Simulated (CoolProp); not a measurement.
R143a at 341.58 K and 2.35 MPa flows at 0.84 m/s in a round tube of 6 mm bore and 0.25 µm roughness, fully developed (64/Re and Nu = 3.66 if laminar; Colebrook and Gnielinski if turbulent). Each further row changes one setting.

Model: reference Helmholtz-energy equation of state, Lemmon and Jacobsen 2000, in CoolProp.

| case | Reynolds number | Darcy friction factor | pressure drop (Pa/m) | heat-transfer coefficient (W/(m² K)) | mass flow (kg/h) |
|---|---|---|---|---|---|
| as stated | [?] | [?] | 133 | 347 | 8.43 |
| velocity 1.68 m/s | 68700 | [?] | 456 | 604 | [?] |
| diameter 12 mm | 68700 | 0.0196 | 56.8 | 301 | 33.7 |

What belongs in the gaps?


- as stated, Reynolds number: 34300
- as stated, Darcy friction factor: 0.0229
- velocity 1.68 m/s, Darcy friction factor: 0.0197
- velocity 1.68 m/s, mass flow (kg/h): 16.9

Viscosity comes from a separate model (Klein 1997), an estimate that may be off by 10 % or more. Thermal conductivity comes from a separate model (McLinden 2000), an estimate that may be off by 10 % or more.
